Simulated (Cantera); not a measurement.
Feed: 1 mol Si3N4, 0.063 mol H2O, 4 mol H2, 0.29 mol N2O, at 1075 K and 90.0 Torr.

Cantera equilibrium calculation (NASA polynomials, part measured and part estimated; ideal gas, pure solids and liquids). Candidate condensed phases: H2O, Si, SiO2, Si2N2O, Si3N4; 35 gas species. Mutual solubility and eutectic melting of coexisting phases are not modelled. Kinetics and transport are ignored.

Base state: H2 0.909, N2 0.0912, NH3 1.15e-5 (mole fractions); condensed: Si2N2O(s) + Si3N4(s).

Question: What changes in the equilibrium state with this change: 0.97 mol CO2 added?

Answer: 
```csv
species,before,after
H2,0.909,0.788
N2,0.0912,0.205
CO,0,0.00407
CH4,0,0.00336
H2O,<1e-9,4.87e-5
NH3,1.15e-5,1.39e-5
"Si2N2O(s), mol",0.353,1.24
"Si3N4(s), mol",0.765,0
"C(graphite), mol",0,0.932
"SiO2(β-quartz), mol",0,0.515
```
Further candidate phases: C, C6H6, C7H8, C8H18, SiC.
